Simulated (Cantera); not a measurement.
A perfectly stirred reactor is fed with C3H8 : O2 : N2 = 1 : 7.25 : 56.5 (molar parts), at 7.20 bar; it is adiabatic with a 725 K inlet, and is followed from long to short residence time, starting on the burning branch (τ in s: 0.16, 0.084, 0.045, 0.024, 0.013, 0.0069, 0.0037, 0.002, 0.0011, 0.00057, 0.0003, 0.00016, 8.7e-05).

Model: GRI-Mech 3.0 (53 species, 325 reactions), integrated in Cantera. GRI-Mech 3.0 was tuned for natural gas; its chemistry of propane as a main component is partial and can be far from experiment.

Question: What does this change do: pressure from 7.20 bar to 0.420 bar?

Answer: 
```csv
quantity,before,after
"blow-out, bracketed by the residence times tried","burning at 0.570 ms, out at 0.300 ms","burning at 1.10 ms, out at 0.570 ms"
x(C3H8) at τ = 0.160 s,6.45e-7,1.23e-6
x(O2) at τ = 0.160 s,0.0343,0.0344
x(H2O) at τ = 0.160 s,0.0607,0.0600
x(C2H6) at τ = 0.160 s,5.56e-10,3.34e-10
x(OH) at τ = 0.160 s,0.000147,0.000940
x(C3H8) at τ = 3.70 ms,9.73e-6,1.35e-5
x(O2) at τ = 3.70 ms,0.0351,0.0374
x(H2O) at τ = 3.70 ms,0.0603,0.0566
x(C2H6) at τ = 3.70 ms,2.03e-8,2.02e-8
x(OH) at τ = 3.70 ms,0.000392,0.00196
```
